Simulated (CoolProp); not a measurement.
Saturation properties of n-octane.

Model: reference Helmholtz-energy equation of state, Beckmüller 2019, in CoolProp.

```json
[
 {"T (°C)": "109.65", "p (kPa)": "63.56", "liquid density (kg/m³)": "626.2", "liquid cp (kJ/(kg K))": "2.574", "vapour Z": "0.9594", "surface tension (mN/m)": "13.4", "vapour viscosity (µPa s)": "7.24"},
 {"T (°C)": "123.85", "p (kPa)": "96.38", "liquid density (kg/m³)": "(withheld)", "liquid cp (kJ/(kg K))": "2.639", "vapour Z": "0.9457", "surface tension (mN/m)": "12.1", "vapour viscosity (µPa s)": "7.50"},
 {"T (°C)": "137.95", "p (kPa)": "140.9", "liquid density (kg/m³)": "(withheld)", "liquid cp (kJ/(kg K))": "2.706", "vapour Z": "0.9292", "surface tension (mN/m)": "10.9", "vapour viscosity (µPa s)": "7.75"},
 {"T (°C)": "152.15", "p (kPa)": "200.4", "liquid density (kg/m³)": "585.0", "liquid cp (kJ/(kg K))": "2.775", "vapour Z": "0.9096", "surface tension (mN/m)": "9.74", "vapour viscosity (µPa s)": "8.02"},
 {"T (°C)": "166.25", "p (kPa)": "277.2", "liquid density (kg/m³)": "570.1", "liquid cp (kJ/(kg K))": "2.847", "vapour Z": "0.8868", "surface tension (mN/m)": "8.58", "vapour viscosity (µPa s)": "8.30"},
 {"T (°C)": "180.45", "p (kPa)": "375.3", "liquid density (kg/m³)": "554.3", "liquid cp (kJ/(kg K))": "2.924", "vapour Z": "0.8602", "surface tension (mN/m)": "7.43", "vapour viscosity (µPa s)": "8.62"},
 {"T (°C)": "194.65", "p (kPa)": "(withheld)", "liquid density (kg/m³)": "537.5", "liquid cp (kJ/(kg K))": "3.007", "vapour Z": "(withheld)", "surface tension (mN/m)": "6.30", "vapour viscosity (µPa s)": "8.97"},
 {"T (°C)": "208.75", "p (kPa)": "647.8", "liquid density (kg/m³)": "519.5", "liquid cp (kJ/(kg K))": "3.098", "vapour Z": "0.7950", "surface tension (mN/m)": "5.21", "vapour viscosity (µPa s)": "9.39"},
 {"T (°C)": "222.95", "p (kPa)": "831.0", "liquid density (kg/m³)": "499.8", "liquid cp (kJ/(kg K))": "3.204", "vapour Z": "0.7549", "surface tension (mN/m)": "4.15", "vapour viscosity (µPa s)": "9.90"},
 {"T (°C)": "237.05", "p (kPa)": "1049", "liquid density (kg/m³)": "477.9", "liquid cp (kJ/(kg K))": "3.332", "vapour Z": "0.7091", "surface tension (mN/m)": "3.13", "vapour viscosity (µPa s)": "10.5"},
 {"T (°C)": "251.25", "p (kPa)": "1311", "liquid density (kg/m³)": "452.7", "liquid cp (kJ/(kg K))": "3.509", "vapour Z": "0.6552", "surface tension (mN/m)": "2.17", "vapour viscosity (µPa s)": "11.4"},
 {"T (°C)": "265.45", "p (kPa)": "(withheld)", "liquid density (kg/m³)": "422.3", "liquid cp (kJ/(kg K))": "3.796", "vapour Z": "0.5903", "surface tension (mN/m)": "(withheld)", "vapour viscosity (µPa s)": "12.7"}
]
```

Problem. Some entries are withheld; supply them.

Solution. 
- 123.85, liquid density (kg/m³): 612.9
- 137.95, liquid density (kg/m³): 599.3
- 194.65, p (kPa): 498.0
- 194.65, vapour Z: 0.8297
- 265.45, p (kPa): 1621
- 265.45, surface tension (mN/m): 1.28

It boils at 125.6 °C under 1 atm.

Viscosity comes from a separate model (Huber 2004). Surface tension comes from a separate correlation (Mulero 2012).
